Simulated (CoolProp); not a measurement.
Vapour pressure (MPa) of acetone: the reference equation beside estimates from Tc = 235.0 °C, pc = 4.692 MPa, ω = 0.307. Clausius-Clapeyron is anchored at 34.35 °C with a constant enthalpy of vaporisation of 30.47 kJ/mol.

Computed with CoolProp (reference Helmholtz-energy equation of state, Lemmon 2006). It is a short technical equation, of lower accuracy than the large ones.

```tsv
T (°C)	reference	Lee-Kesler	Clausius-Clapeyron	Redlich-Kwong
34.35	0.04533	0.04340	0.04533	0.1051
44.25	0.06645	0.06434	0.06573	0.1449
54.25	0.09516	0.09305	0.09353	0.1957
64.15	0.1325	0.1307	0.1299	0.2579
74.15	0.1812	0.1800	0.1776	0.3345
84.05	0.2421	0.2419	0.2380	0.4254
94.05	0.3186	0.3199	0.3147	0.5340
103.95	0.4116	0.4147	0.4089	0.6598
```

Absolute difference from the reference over all 8 rows, mean and median: Lee-Kesler 1.6 and 1.1 %, Clausius-Clapeyron 1.3 and 1.5 %, Redlich-Kwong 92.3 and 89.6 %.
